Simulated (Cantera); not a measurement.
## Low-pressure radical oxidation in H2/O2

An isothermal, constant-pressure homogeneous reactor starts with 3.06 % H₂, 25.5 % O₂, 71.4 % N₂, equivalence ratio 0.060, at 1450 K and 10.00 Torr.

Model: the H2/O2 subset of GRI-Mech 3.0, which has no nitrogen chemistry, integrated in Cantera. Radical loss at walls, strong at low pressure, is not modelled.

| t (s) | x H₂ | x O₂ | x O | x HO₂ | x OH |
|---|---|---|---|---|---|
| 0.000600 | 0.0306 | 0.255 | 1.22e-6 | 2.12e-7 | 1.04e-6 |
| 0.00165 | 0.0282 | 0.253 | 0.000969 | 5.68e-7 | 0.000793 |
| 0.00456 | 0.000973 | 0.231 | 0.0188 | 5.70e-7 | 0.00358 |
| 0.0126 | 0.000939 | 0.232 | 0.0182 | 5.66e-7 | 0.00353 |
| 0.0346 | 0.000870 | 0.233 | 0.0166 | 5.57e-7 | 0.00340 |
| 0.0955 | 0.000704 | 0.235 | 0.0130 | 5.29e-7 | 0.00307 |
| 0.263 | 0.000409 | 0.239 | 0.00721 | 4.45e-7 | 0.00236 |
| 0.726 | 0.000133 | 0.242 | 0.00225 | 2.64e-7 | 0.00135 |
| 2.00 | 2.59e-5 | 0.243 | 0.000433 | 9.31e-8 | 0.000600 |
x: mole fraction; the columns are a selection and need not sum to one.

Equilibrium at this temperature and pressure: H₂ 5.20e-7, O₂ 0.243, O 8.64e-6, HO₂ 2.84e-8, OH 8.51e-5 (gas phase only).
